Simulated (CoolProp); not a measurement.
Vapour pressure (kPa) of R11: the reference equation beside estimates from Tc = 198.0 °C, pc = 4408 kPa, ω = 0.189. Clausius-Clapeyron is anchored at 19.75 °C with a constant enthalpy of vaporisation of 25.11 kJ/mol.

Values from CoolProp's reference Helmholtz-energy equation of state, Jacobsen 1992.

```json
[
 {"T (°C)": "-53.85", "reference": "2.019", "Lee-Kesler": "1.957", "Clausius-Clapeyron": "2.760", "van der Waals": "74.25", "Redlich-Kwong": "3.487", "Soave-Redlich-Kwong": "1.999", "Peng-Robinson": "2.207"},
 {"T (°C)": "-35.45", "reference": "6.707", "Lee-Kesler": "6.493", "Clausius-Clapeyron": "8.015", "van der Waals": "130.2", "Redlich-Kwong": "11.28", "Soave-Redlich-Kwong": "6.613", "Peng-Robinson": "7.081"},
 {"T (°C)": "-17.05", "reference": "18.26", "Lee-Kesler": "17.76", "Clausius-Clapeyron": "19.97", "van der Waals": "211.3", "Redlich-Kwong": "29.53", "Soave-Redlich-Kwong": "18.00", "Peng-Robinson": "18.83"},
 {"T (°C)": "1.35", "reference": "42.58", "Lee-Kesler": "41.74", "Clausius-Clapeyron": "44.02", "van der Waals": "322.6", "Redlich-Kwong": "65.89", "Soave-Redlich-Kwong": "42.08", "Peng-Robinson": "43.25"},
 {"T (°C)": "19.75", "reference": "87.88", "Lee-Kesler": "86.84", "Clausius-Clapeyron": "87.88", "van der Waals": "468.7", "Redlich-Kwong": "129.9", "Soave-Redlich-Kwong": "87.14", "Peng-Robinson": "88.38"},
 {"T (°C)": "38.15", "reference": "164.5", "Lee-Kesler": "163.7", "Clausius-Clapeyron": "161.6", "van der Waals": "654.0", "Redlich-Kwong": "232.3", "Soave-Redlich-Kwong": "163.8", "Peng-Robinson": "164.5"},
 {"T (°C)": "56.55", "reference": "284.8", "Lee-Kesler": "284.8", "Clausius-Clapeyron": "277.8", "van der Waals": "882.5", "Redlich-Kwong": "384.6", "Soave-Redlich-Kwong": "284.7", "Peng-Robinson": "283.9"},
 {"T (°C)": "74.95", "reference": "462.5", "Lee-Kesler": "463.7", "Clausius-Clapeyron": "450.8", "van der Waals": "1158", "Redlich-Kwong": "598.6", "Soave-Redlich-Kwong": "464.0", "Peng-Robinson": "460.4"}
]
```

Absolute difference from the reference over all 8 rows, mean and median: Lee-Kesler 1.6 and 1.6 %, Clausius-Clapeyron 9.5 and 3.0 %, van der Waals 1028.1 and 545.5 %, Redlich-Kwong 51.4 and 51.3 %, Soave-Redlich-Kwong 0.8 and 0.9 %, Peng-Robinson 2.6 and 1.1 %.
